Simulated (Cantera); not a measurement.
Input: 1 mol Cu, 0.37 mol CO, held at 602 °C and 21.0 mbar.

These are equilibrium values from Cantera (NASA tables, ideal gas, pure condensed phases), not measurements of a reactor. Candidate condensed phases: C, Cu, CuO, Cu2O; 15 gas species. Equilibrium is a limit: real reactors are often held back by kinetics, nucleation or transport.

**Question.** What is the equilibrium state?

**Answer.** 
| Quantity | Result |
|---|---|
| x(CO) | 0.840 |
| x(CO2) | 0.160 |
| n(C(graphite)) | 0.0509 mol |
| n(Cu(s)) | 1.00 mol |
| gas amount | 0.3191 mol |
